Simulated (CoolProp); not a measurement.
C2F6 (R116) at several states: density (kg/m³) from the reference equation and from simpler models built on Tc = 19.9 °C, pc = 3048 kPa, ω = 0.257; each cubic takes its own stable root.

Model: reference Helmholtz-energy equation of state, Lemmon 2006, in CoolProp. It is a short technical equation, of lower accuracy than the large ones.

```csv
T (°C),p (kPa),phase,reference
-17.75,3260,liquid,1315
134.15,354,gas,14.59
-41.05,16.6,gas,1.192
-87.65,7680,liquid,1675
-37.45,36.3,gas,2.578
22.15,455,gas,26.93
```

Problem. How far does each simpler model (van der Waals, Redlich-Kwong, Peng-Robinson) lie from the reference over these 6 states: mean and median of the absolute difference, and the worst?

Solution. 
- van der Waals: mean 11.7 %, median 0.5 %, worst -34.5 % at -87.65 °C and 7680 kPa
- Redlich-Kwong: mean 2.9 %, median 0.2 %, worst -11.0 % at -17.75 °C and 3260 kPa
- Peng-Robinson: mean 2.4 %, median 0.5 %, worst +8.5 % at -87.65 °C and 7680 kPa
